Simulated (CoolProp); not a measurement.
Vapour-liquid equilibrium of propylene (1) + dimethyl ether (2) at 0.163 bar; x and y are mole fractions of (1).

The numbers come from the multi-fluid Helmholtz-energy mixture model, Lemmon 2013 and Wu 2011; pair parameters Bell 2016 in CoolProp.

```
x     bubble temperature, mixture model (°C)  bubble temperature, Raoult's law (°C)  y, mixture model  y, Raoult's law
----  --------------------------------------  -------------------------------------  ----------------  ---------------
0.05                                   -62.6                                  -61.8             0.196            0.155
0.15                                       ?                                  -65.1             0.452            0.390
0.25                                   -70.1                                  -68.0             0.605            0.555
0.35                                   -72.5                                  -70.4             0.705            0.674
0.45                                   -74.4                                  -72.6             0.776            0.763
0.55                                       ?                                  -74.5             0.830            0.832
0.65                                   -77.3                                  -76.2             0.874            0.885
0.75                                   -78.5                                  -77.8                 ?            0.927
0.85                                   -79.6                                  -79.2             0.947            0.960
0.95                                   -80.6                                  -80.5             0.982            0.988
```

Task: Complete the blanks.

Result: 
- 0.15, bubble temperature, mixture model (°C): -66.9
- 0.55, bubble temperature, mixture model (°C): -76.0
- 0.75, y, mixture model: 0.912

The largest gap from Raoult's law is -2.1 K in bubble temperature, at x = 0.25. No azeotrope shows between x = 0.05 and 0.95.

Pair parameters are fitted to limited data, so mixtures are less certain than the pure fluids.
